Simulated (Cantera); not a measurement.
**Moist CO burnout**

An isothermal, constant-pressure homogeneous reactor starts with CO : O₂ : H₂O : N₂ = 0.0019 : 0.064 : 0.00042 : 1 (molar parts), at 1275 K and 1000000 Pa.

Cantera simulation using GRI-Mech 3.0 (53 species, 325 reactions); the numbers are that mechanism's predictions, not measurements.

```json
[
 {"t (s)": "0.000500", "x CO": "0.00178", "x O₂": "0.0600", "x H₂O": "0.000394", "x N₂O": "7.58e-10", "x H₂": "3.39e-11", "x H": "1.44e-10", "x HO₂": "3.22e-8"},
 {"t (s)": "0.00172", "x CO": "0.00178", "x O₂": "0.0600", "x H₂O": "0.000393", "x N₂O": "1.81e-8", "x H₂": "2.80e-9", "x H": "2.83e-9", "x HO₂": "6.70e-7"},
 {"t (s)": "0.00595", "x CO": "0.00163", "x O₂": "0.0599", "x H₂O": "0.000393", "x N₂O": "4.17e-7", "x H₂": "1.34e-7", "x H": "1.12e-8", "x HO₂": "1.78e-6"},
 {"t (s)": "0.0205", "x CO": "0.00116", "x O₂": "0.0597", "x H₂O": "0.000393", "x N₂O": "1.66e-6", "x H₂": "1.31e-7", "x H": "8.06e-9", "x HO₂": "1.49e-6"},
 {"t (s)": "0.0707", "x CO": "0.000385", "x O₂": "0.0594", "x H₂O": "0.000393", "x N₂O": "3.47e-6", "x H₂": "4.09e-8", "x H": "2.87e-9", "x HO₂": "8.11e-7"},
 {"t (s)": "0.244", "x CO": "1.50e-5", "x O₂": "0.0592", "x H₂O": "0.000394", "x N₂O": "2.27e-6", "x H₂": "1.45e-9", "x H": "1.45e-10", "x HO₂": "7.89e-8"},
 {"t (s)": "0.841", "x CO": "3.53e-8", "x O₂": "0.0592", "x H₂O": "0.000394", "x N₂O": "1.16e-7", "x H₂": "3.86e-11", "x H": "1.92e-12", "x HO₂": "1.76e-9"},
 {"t (s)": "2.90", "x CO": "2.14e-10", "x O₂": "0.0592", "x H₂O": "0.000394", "x N₂O": "4.52e-8", "x H₂": "2.85e-11", "x H": "1.25e-12", "x HO₂": "1.27e-9"},
 {"t (s)": "10.0", "x CO": "2.14e-10", "x O₂": "0.0592", "x H₂O": "0.000394", "x N₂O": "4.52e-8", "x H₂": "2.85e-11", "x H": "1.25e-12", "x HO₂": "1.27e-9"}
]
```
x: mole fraction; the columns are a selection and need not sum to one.

Equilibrium at this temperature and pressure: CO 2.14e-10, O₂ 0.0591, H₂O 0.000394, N₂O 4.52e-8, H₂ 2.85e-11, H 1.25e-12, HO₂ 1.27e-9 (gas phase only).
